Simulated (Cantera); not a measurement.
Charge: 1 mol SiC, 0.17 mol CO2, 17 mol H2, at 10.0 mbar.

These are equilibrium values from Cantera (NASA tables, ideal gas, pure condensed phases), not measurements of a reactor. Candidate condensed phases: C, C6H6, C7H8, C8H18, H2O, Si, SiC, SiO2; 123 gas species. Mutual solubility and eutectic melting of coexisting phases are not modelled. The tables hold silica as quartz up to 1696 K and as liquid above; real silica turns to tridymite and cristobalite and melts near 1996 K. Kinetics and transport are ignored.

Problem. What share of the Si ends up in condensed phases as a function of T (K), at 1175, 1225, 1275, 1325, 1375, 1425, 1475?

Solution. 
```csv
T (K),Si condensed (%),as
1175,100.0,SiC(s) + SiO2(β-quartz)
1225,100.0,SiC(s) + SiO2(β-quartz)
1275,100.0,SiC(s) + SiO2(β-quartz)
1325,99.7,SiC(s) + SiO2(β-quartz)
1375,98.7,SiC(s) + SiO2(β-quartz)
1425,94.5,SiC(s) + SiO2(β-quartz)
1475,91.5,SiC(s)
```
